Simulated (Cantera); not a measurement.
# Transport properties of process gases

Gas mixture: 100 % N2O, at 750 Torr, frozen composition.

Cantera's kinetic-theory transport with the Lennard-Jones parameters of GRI-Mech 3.0, ideal gas; thermal conductivity in the mixture-averaged form. The composition is frozen, though it would react at the higher temperatures.

```json
[
 {"T (K)": "400", "ρ (kg/m³)": "1.32", "cp (J/kg/K)": "970.3", "μ (µPa s)": "19.5", "λ (mW/m/K)": "25.5", "Pr": "0.741", "D (cm²/s) NO": "0.262", "D (cm²/s) H2": "1.09", "D (cm²/s) H": "1.68"},
 {"T (K)": "550", "ρ (kg/m³)": "0.962", "cp (J/kg/K)": "1073", "μ (µPa s)": "25.5", "λ (mW/m/K)": "37.0", "Pr": "0.739", "D (cm²/s) NO": "0.459", "D (cm²/s) H2": "1.88", "D (cm²/s) H": "2.98"},
 {"T (K)": "700", "ρ (kg/m³)": "0.756", "cp (J/kg/K)": "1150", "μ (µPa s)": "30.8", "λ (mW/m/K)": "47.9", "Pr": "0.739", "D (cm²/s) NO": "0.696", "D (cm²/s) H2": "2.83", "D (cm²/s) H": "4.55"},
 {"T (K)": "850", "ρ (kg/m³)": "0.623", "cp (J/kg/K)": "1210", "μ (µPa s)": "35.6", "λ (mW/m/K)": "58.2", "Pr": "0.739", "D (cm²/s) NO": "0.968", "D (cm²/s) H2": "3.91", "D (cm²/s) H": "6.35"},
 {"T (K)": "1000", "ρ (kg/m³)": "0.529", "cp (J/kg/K)": "1255", "μ (µPa s)": "40.0", "λ (mW/m/K)": "68.0", "Pr": "0.739", "D (cm²/s) NO": "1.27", "D (cm²/s) H2": "5.13", "D (cm²/s) H": "8.39"},
 {"T (K)": "1150", "ρ (kg/m³)": "0.460", "cp (J/kg/K)": "1285", "μ (µPa s)": "44.1", "λ (mW/m/K)": "77.1", "Pr": "0.736", "D (cm²/s) NO": "1.61", "D (cm²/s) H2": "6.47", "D (cm²/s) H": "10.6"}
]
```
D: mixture-averaged diffusion coefficient of that species in the mixture.
